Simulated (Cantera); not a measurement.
Feed: 1 mol SiH4, 0.32 mol N2.

These are equilibrium values from Cantera (NASA tables, ideal gas, pure condensed phases), not measurements of a reactor. Candidate condensed phases: Si, Si3N4; 18 gas species. N2 is the only nitrogen source here; it is nearly inert below about 1500 K, so the nitride shown seldom forms there in practice. Mutual solubility and eutectic melting of coexisting phases are not modelled. The numbers say what is thermodynamically allowed, not how fast it happens.

Stable condensed phases, one row left out:

```
T in K \ P in Pa
              5     26    140    710   3700  19000 100000
   1725       A      A      A      A      B      B      B
   1675       A      A      A      A      B      B      B
   1625       A      A      A      B      B      B      B
   1575       A      A      A      B      B      B      B
   1525       A      A      B      B      B      B      B
   1475       A      B      B      B      B      B      B
   1425       A      B      B      B      B      B      B
   1325       B      B      B      B      B      B      B
   1275       B      B      B      B      B      B      B
   1225       B      B      B      B      B      B      B
   1175       B      B      B      B      B      B      B
```

A: Si; B: Si + Si3N4.

### Question
Give the row for 1375 K.

### Answer
5: Si + Si3N4; 26: Si + Si3N4; 140: Si + Si3N4; 710: Si + Si3N4; 3700: Si + Si3N4; 19000: Si + Si3N4; 100000: Si + Si3N4.
